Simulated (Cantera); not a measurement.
What does this Cantera script print?

```python
import numpy as np
import cantera as ct

gas_names = """
    C CN CO CO2 C2 CCN CNC C2N2 C2O C3 C3O2 C4 C4N2 C5 Fe FeC5O5 FeO N NCO NO NO2 NO3 N2 N2O O O2 O3
""".split()
cond_names = """
    C(gr) Fe(a) Fe(c) Fe(d) Fe(L) FeC5O5(L) FeO(s) FeO(L) Fe2O3(s) Fe3O4(s)
""".split()


# ... load() reads the species with a 1 bar reference pressure and builds the phases ...
atoms = {
    'Fe2O3': {'Fe': 2, 'O': 3},
    'CO': {'C': 1, 'O': 1},
    'N2': {'N': 2},
}
top_T = {'C(gr)': 4500, 'Fe2O3(s)': 1830, 'Fe3O4(s)': 1870}  # K; cautious upper limits of use, not melting points


# ... equilibrate(T, P, feed) seeds the gas with the atoms and calls Mixture.equilibrate('TP', solver="vcs", rtol=1e-11, max_steps=5000) ...
results = []
T = 2275  # K
P = 1333.22  # Pa
for m in [0.16, 0.32, 0.64, 1.3, 2.7, 5.4, 11]:
    feed = {'Fe2O3': 1, 'CO': 10, 'N2': m}  # mol
    mix = equilibrate(T, P, feed)
    results.append((T, P, feed, dict(zip(mix.species_names, mix.species_moles))))

top = {s: max(r[3][s] / sum(r[3][g] for g in gas_names) for r in results) for s in gas_names}
cols = sorted((s for s in top if top[s] > 0.001), key=lambda s: -top[s])[:7]
seen = [c for c in cond_names if any(r[3].get(c, 0) > 1e-12 for r in results)]
print("log10 of partial pressures in bar; condensed amounts in mol")
print(f"{'n(N2)':>10s}" + "".join(f"{s[:9]:>10s}" for s in cols + seen))
for T, P, feed, n in results:
    ng = sum(n[g] for g in gas_names)
    print(f"{feed['N2']:10.4g}" + "".join(f"{np.log10(max(n[s] / ng * P / 1e5, 1e-99)):10.3f}" for s in cols)
          + "".join(f"{n.get(c, 0):10.4g}" for c in seen))
```

It prints:

```
log10 of partial pressures in bar; condensed amounts in mol
     n(N2)        CO        N2       CO2        Fe       FeO         O        O2    FeO(L)
      0.16    -2.055    -3.738    -2.573    -2.808    -4.033    -4.889    -5.043     0.564
      0.32    -2.062    -3.443    -2.578    -2.811    -4.033    -4.887    -5.038    0.5507
      0.64    -2.076    -3.154    -2.586    -2.816    -4.033    -4.882    -5.028    0.5247
       1.3    -2.103    -2.871    -2.603    -2.826    -4.033    -4.871    -5.007    0.4724
       2.7    -2.157    -2.602    -2.636    -2.847    -4.033    -4.851    -4.966    0.3663
       5.4    -2.245    -2.380    -2.691    -2.881    -4.033    -4.817    -4.898    0.1767
        11    -2.378    -2.197    -2.797    -2.968    -4.093    -4.789    -4.843         0
```

Equilibrium computed with Cantera from the NASA thermochemical tables; the gas is ideal and each condensed phase is pure. The tables' stoichiometric FeO is somewhat more stable than real wüstite, so its field is too wide. FeO: taken at fixed stoichiometry.
